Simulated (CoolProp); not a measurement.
Properties of 1,2-dichloroethane along the isotherm 500 K (Tc = 561.6 K, pc = 5.226 MPa, ω = 0.269).

Model: reference Helmholtz-energy equation of state, Thol 2015, in CoolProp.

```tsv
p (MPa)	phase	Z	cp (kJ/(kg K))	cv (kJ/(kg K))	speed of sound (m/s)	expansivity (1/kK)	fugacity coefficient
0.0248	gas	0.9976	1.040	0.9546	213.4	2.016	0.9976
0.0374	gas	0.9964	1.040	0.9549	213.2	2.024	0.9964
0.0564	gas	0.9945	1.041	0.9552	?	2.036	0.9945
0.0851	gas	0.9917	1.043	0.9558	212.3	2.055	0.9918
0.128	gas	0.9875	1.045	0.9566	211.6	2.083	0.9876
0.194	gas	0.9809	1.049	0.9579	210.4	2.129	0.9812
0.292	gas	0.9710	1.056	0.9599	?	2.199	0.9718
0.441	gas	0.9557	1.066	0.9630	205.9	2.315	0.9574
0.665	gas	0.9318	1.083	0.9680	201.6	2.511	0.9359
1	gas	0.8941	1.113	0.9761	?	2.871	0.9038
1.51	gas	0.8306	1.178	0.9906	182.7	3.656	0.8550
2.28	liquid	0.06256	1.733	1.062	418.5	?	0.7657
3.44	liquid	0.09330	1.692	1.057	?	3.229	0.5238
5.2	liquid	0.1389	1.647	1.052	472.2	2.891	0.3633
7.84	liquid	0.2056	1.600	?	511.8	2.543	0.2584
```

What belongs in the gaps?


- 0.0564, speed of sound (m/s): 212.8
- 0.292, speed of sound (m/s): 208.6
- 1, speed of sound (m/s): 194.6
- 2.28, expansivity (1/kK): 3.537
- 3.44, speed of sound (m/s): 441.5
- 7.84, cv (kJ/(kg K)): 1.046
